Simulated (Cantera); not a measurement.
Cantera run:

```python
import numpy as np
import cantera as ct

gas_names = [...]  # 77 gases of nasa_gas.yaml made of C, H, Ti
cond_names = """
    C(gr) C6H6(L) C7H8(L) C8H18(L),n-octa Ti(a) Ti(b) Ti(L) TiC(s) TiC(L)
""".split()


# ... load() reads the species with a 1 bar reference pressure and builds the phases ...
atoms = {
    'TiC': {'Ti': 1, 'C': 1},
    'H2': {'H': 2},
}
top_T = {'C(gr)': 4500}  # K; cautious upper limits of use, not melting points


# ... equilibrate(T, P, feed) seeds the gas with the atoms and calls Mixture.equilibrate('TP', solver="vcs", rtol=1e-11, max_steps=5000) ...
results = []
feed = {'TiC': 1, 'H2': 0.044}  # mol
T = 1475  # K
P = 13332.2  # Pa
mix = equilibrate(T, P, feed)
results.append((T, P, feed, dict(zip(mix.species_names, mix.species_moles))))
x = sorted(zip(gas.X, gas.species_names), reverse=True)
print(f"T = {T:g} K  P = {P:g} Pa  gas = {mix.phase_moles(0):.4g} mol")
print("   x: " + "  ".join(f"{s} {v:.3e}" for v, s in x if v > 1e-05))
print("   condensed (mol): " + ("  ".join(f"{mix.phase(i).name} {mix.phase_moles(i):.4g}"
      for i in range(1, mix.n_phases) if mix.phase_moles(i) > 1e-12) or "none"))
```

It prints:

```
T = 1475 K  P = 13332.2 Pa  gas = 0.044 mol
   x: H2 1.000e+00  H 3.552e-05
   condensed (mol): TiC(s) 1
```

Equilibrium computed with Cantera from the NASA thermochemical tables; the gas is ideal and each condensed phase is pure. TiC: taken at fixed stoichiometry.
